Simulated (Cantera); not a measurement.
Cantera run, input and output.

```python
import numpy as np
import cantera as ct

gas = ct.Solution("gri30.yaml")
gas.TPX = 1075, 81000, {'H2': 0.89, 'O2': 1, 'N2': 0.88}
reactor = ct.IdealGasConstPressureReactor(gas, energy="off", clone=False)
net = ct.ReactorNet([reactor])
net.rtol, net.atol = 1e-08, 1e-18
show = ['H2', 'O2', 'NO', 'N2O', 'H2O2', 'H2O']
times = np.geomspace(9e-06, 10, 14)

steps = ct.SolutionArray(gas, extra=["t"])
rows = []
print(f"{'t/s':>10s}{'T/K':>9s}{'P/Pa':>11s}" + "".join(f"{s:>11s}" for s in show))
for t in times:
    while net.time < t:
        t_next = net.step()
        steps.append(gas.state, t=t_next)
    rows.append([np.interp(t, steps.t, y) for y in (steps.T, steps.P, *steps(*show).X.T)])
    print(f"{t:10.3e}{rows[-1][0]:9.1f}{rows[-1][1]:11.4g}" + "".join(f"{x:11.3e}" for x in rows[-1][2:]))
rate = np.gradient(steps.T, steps.t)
print("integrator steps:", len(steps.t))
if steps.T.max() > steps.T[0] + 200:
    print(f"time of steepest temperature rise: {steps.t[rate.argmax()]:.4e} s")
gas.TPX = 1075, 81000, {'H2': 0.89, 'O2': 1, 'N2': 0.88}
gas.equilibrate("TP")
print(f"equilibrium (TP): T = {gas.T:.1f} K  " + "  ".join(f"{s} {gas[s].X[0]:.3e}" for s in show))
```

It prints:

```
       t/s      T/K       P/Pa         H2         O2         NO        N2O       H2O2        H2O
 9.000e-06   1075.0    8.1e+04  3.213e-01  3.610e-01  8.041e-21  4.535e-16  1.437e-11  1.486e-08
 2.626e-05   1075.0    8.1e+04  3.213e-01  3.610e-01  7.200e-17  6.019e-14  1.177e-09  1.943e-06
 7.662e-05   1075.0    8.1e+04  1.237e-01  2.823e-01  3.856e-07  6.894e-09  3.947e-05  2.201e-01
 2.236e-04   1075.0    8.1e+04  3.805e-02  2.529e-01  4.186e-07  1.603e-08  1.553e-04  3.372e-01
 6.523e-04   1075.0    8.1e+04  3.597e-02  2.521e-01  2.850e-07  1.651e-08  2.953e-04  3.396e-01
 1.903e-03   1075.0    8.1e+04  3.030e-02  2.500e-01  2.909e-07  1.789e-08  3.877e-04  3.463e-01
 5.554e-03   1075.0    8.1e+04  1.815e-02  2.454e-01  2.504e-07  2.157e-08  2.799e-04  3.609e-01
 1.621e-02   1075.0    8.1e+04  6.021e-03  2.409e-01  1.639e-07  2.786e-08  8.124e-05  3.755e-01
 4.728e-02   1075.0    8.1e+04  1.163e-03  2.391e-01  7.400e-08  3.304e-08  7.494e-06  3.814e-01
 1.380e-01   1075.0    8.1e+04  2.147e-04  2.388e-01  3.447e-08  3.479e-08  4.403e-07  3.825e-01
 4.026e-01   1075.0    8.1e+04  3.608e-05  2.387e-01  3.339e-08  3.499e-08  2.516e-08  3.828e-01
 1.175e+00   1075.0    8.1e+04  2.071e-06  2.387e-01  1.164e-07  3.401e-08  8.046e-10  3.828e-01
 3.427e+00   1075.0    8.1e+04  8.194e-10  2.387e-01  4.846e-07  3.083e-08  7.538e-10  3.828e-01
 1.000e+01   1075.0    8.1e+04  6.135e-10  2.387e-01  5.003e-07  2.348e-08  1.162e-09  3.828e-01
integrator steps: 2040
equilibrium (TP): T = 1075.0 K  H2 6.141e-10  O2 2.387e-01  NO 5.006e-05  N2O 2.394e-09  H2O2 1.159e-09  H2O 3.828e-01
```

Computed with Cantera and GRI-Mech 3.0 (53 species, 325 reactions). The temperature is held fixed by assumption; the heat of reaction is taken as removed at once.
